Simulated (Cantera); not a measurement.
A Cantera script and what it prints.

```python
import numpy as np
import cantera as ct

gas_names = """
    AL ALH ALN AL2 H H2 N NH NH2 NH3 N2 N2H2 N2H4
""".split()
cond_names = """
    AL(cr) AL(L) ALN(s)
""".split()


# ... load() reads the species with a 1 bar reference pressure and builds the phases ...
atoms = {
    'Al': {'AL': 1},
    'NH3': {'N': 1, 'H': 3},
    'H2': {'H': 2},
    'N2': {'N': 2},
}
top_T = {'ALN(s)': 2750}  # K; cautious upper limits of use, not melting points


# ... equilibrate(T, P, feed) seeds the gas with the atoms and calls Mixture.equilibrate('TP', solver="vcs", rtol=1e-11, max_steps=5000) ...
results = []
feed = {'Al': 1, 'NH3': 35, 'H2': 6.5, 'N2': 5.3}  # mol
T = 1075  # K
P = 17  # Pa
mix = equilibrate(T, P, feed)
results.append((T, P, feed, dict(zip(mix.species_names, mix.species_moles))))
x = sorted(zip(gas.X, gas.species_names), reverse=True)
print(f"T = {T:g} K  P = {P:g} Pa  gas = {mix.phase_moles(0):.4g} mol")
print("   x: " + "  ".join(f"{s} {v:.3e}" for v, s in x if v > 1e-05))
print("   condensed (mol): " + ("  ".join(f"{mix.phase(i).name} {mix.phase_moles(i):.4g}"
      for i in range(1, mix.n_phases) if mix.phase_moles(i) > 1e-12) or "none"))
```

It prints:

```
T = 1075 K  P = 17 Pa  gas = 81.3 mol
   x: H2 7.257e-01  N2 2.743e-01
   condensed (mol): ALN(s) 1
```

Equilibrium computed with Cantera from the NASA thermochemical tables; the gas is ideal and each condensed phase is pure.
